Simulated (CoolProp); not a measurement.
Vapour-liquid equilibrium of trans-2-butene (1) + ethanol (2) at 1.05 MPa; x and y are mole fractions of (1).

Values from CoolProp's multi-fluid Helmholtz-energy mixture model, Lemmon 2005 and Schroeder 2014; pair parameters Bell 2016.

Question: Give the bubble temperature and the first vapour's composition at x = 0.05, 0.5, 0.575. Is there an azeotrope?

Answer: x = 0.05: 139.9 °C, y = 0.283; x = 0.5: 90.4 °C, y = 0.868; x = 0.575: 89.5 °C, y = 0.875. No azeotrope shows between x = 0.05 and 0.95.

Pair parameters are fitted to limited data, so mixtures are less certain than the pure fluids. With so large a gap from Raoult's law the liquid may split in two, which this calculation doesn't test in full.
